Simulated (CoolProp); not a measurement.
Vapour-liquid equilibrium of ethane (1) + hydrogen chloride (2) at 218.6 K; x and y are mole fractions of (1).

Values from CoolProp's multi-fluid Helmholtz-energy mixture model, Bücker 2006 and Thol 2018; pair parameters Bell 2016.

```
x     bubble pressure (bar)  y at the bubble point  dew pressure at overall composition x (bar)  liquid density (mol/L)
----  ---------------------  ---------------------  -------------------------------------------  ----------------------
0.05                    [?]                  0.155                                        4.577                   29.11
0.2                   5.944                  0.355                                        5.215                   25.91
0.35                    [?]                  0.439                                          [?]                     [?]
0.5                   6.333                    [?]                                        6.333                   21.20
0.65                  6.244                  0.570                                        5.998                   19.48
0.8                   5.900                  0.677                                        5.413                     [?]
0.95                  5.095                    [?]                                        4.845                   16.91
```

### Question
Some entries are withheld; supply them.

### Answer

- 0.05, bubble pressure (bar): 5.010
- 0.35, bubble pressure (bar): 6.254
- 0.35, dew pressure at overall composition x (bar): 5.924
- 0.35, liquid density (mol/L): 23.31
- 0.5, y at the bubble point: 0.500
- 0.8, liquid density (mol/L): 18.07
- 0.95, y at the bubble point: 0.882

y crosses x between x = 0.35 and 0.5: the model has an azeotrope there.

Pair parameters are fitted to limited data, so mixtures are less certain than the pure fluids.
